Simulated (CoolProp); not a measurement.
Saturation properties of tetrahydrofuran (Tc = 267.0 °C, pc = 5304 kPa, ω = 0.234).

Values from CoolProp's reference Helmholtz-energy equation of state, Fiedler 2023.

```json
[
 {"T (°C)": "157.15", "p (kPa)": "968.3", "liquid density (kg/m³)": "718.1", "vapour density (kg/m³)": "22.88", "enthalpy of vaporisation (kJ/kg)": "335.2", "liquid cp (kJ/(kg K))": "2.324"},
 {"T (°C)": "161.55", "p (kPa)": "1052", "liquid density (kg/m³)": "711.6", "vapour density (kg/m³)": "(withheld)", "enthalpy of vaporisation (kJ/kg)": "330.3", "liquid cp (kJ/(kg K))": "2.351"},
 {"T (°C)": "165.95", "p (kPa)": "1141", "liquid density (kg/m³)": "704.9", "vapour density (kg/m³)": "27.00", "enthalpy of vaporisation (kJ/kg)": "325.2", "liquid cp (kJ/(kg K))": "2.378"},
 {"T (°C)": "170.35", "p (kPa)": "1235", "liquid density (kg/m³)": "698.0", "vapour density (kg/m³)": "29.29", "enthalpy of vaporisation (kJ/kg)": "(withheld)", "liquid cp (kJ/(kg K))": "2.407"},
 {"T (°C)": "174.75", "p (kPa)": "1335", "liquid density (kg/m³)": "691.1", "vapour density (kg/m³)": "31.75", "enthalpy of vaporisation (kJ/kg)": "314.5", "liquid cp (kJ/(kg K))": "(withheld)"},
 {"T (°C)": "179.25", "p (kPa)": "1443", "liquid density (kg/m³)": "683.7", "vapour density (kg/m³)": "34.45", "enthalpy of vaporisation (kJ/kg)": "308.8", "liquid cp (kJ/(kg K))": "2.469"},
 {"T (°C)": "183.65", "p (kPa)": "1555", "liquid density (kg/m³)": "676.4", "vapour density (kg/m³)": "(withheld)", "enthalpy of vaporisation (kJ/kg)": "(withheld)", "liquid cp (kJ/(kg K))": "2.502"},
 {"T (°C)": "188.05", "p (kPa)": "1674", "liquid density (kg/m³)": "668.9", "vapour density (kg/m³)": "40.36", "enthalpy of vaporisation (kJ/kg)": "297.0", "liquid cp (kJ/(kg K))": "2.537"},
 {"T (°C)": "192.45", "p (kPa)": "1799", "liquid density (kg/m³)": "661.1", "vapour density (kg/m³)": "43.66", "enthalpy of vaporisation (kJ/kg)": "290.8", "liquid cp (kJ/(kg K))": "2.575"},
 {"T (°C)": "196.85", "p (kPa)": "1930", "liquid density (kg/m³)": "653.1", "vapour density (kg/m³)": "47.22", "enthalpy of vaporisation (kJ/kg)": "284.3", "liquid cp (kJ/(kg K))": "2.616"},
 {"T (°C)": "201.25", "p (kPa)": "2070", "liquid density (kg/m³)": "644.9", "vapour density (kg/m³)": "(withheld)", "enthalpy of vaporisation (kJ/kg)": "277.5", "liquid cp (kJ/(kg K))": "2.660"},
 {"T (°C)": "205.65", "p (kPa)": "(withheld)", "liquid density (kg/m³)": "636.3", "vapour density (kg/m³)": "55.25", "enthalpy of vaporisation (kJ/kg)": "270.4", "liquid cp (kJ/(kg K))": "2.709"},
 {"T (°C)": "210.05", "p (kPa)": "2370", "liquid density (kg/m³)": "627.4", "vapour density (kg/m³)": "59.80", "enthalpy of vaporisation (kJ/kg)": "262.9", "liquid cp (kJ/(kg K))": "2.763"},
 {"T (°C)": "214.55", "p (kPa)": "2536", "liquid density (kg/m³)": "(withheld)", "vapour density (kg/m³)": "64.88", "enthalpy of vaporisation (kJ/kg)": "254.9", "liquid cp (kJ/(kg K))": "2.825"}
]
```

Q: Complete the blanks.

A: 
- 161.55, vapour density (kg/m³): 24.86
- 170.35, enthalpy of vaporisation (kJ/kg): 319.9
- 174.75, liquid cp (kJ/(kg K)): 2.437
- 183.65, vapour density (kg/m³): 37.29
- 183.65, enthalpy of vaporisation (kJ/kg): 303.0
- 201.25, vapour density (kg/m³): 51.07
- 205.65, p (kPa): 2216
- 214.55, liquid density (kg/m³): 617.8

It boils at 65.9 °C under 1 atm.
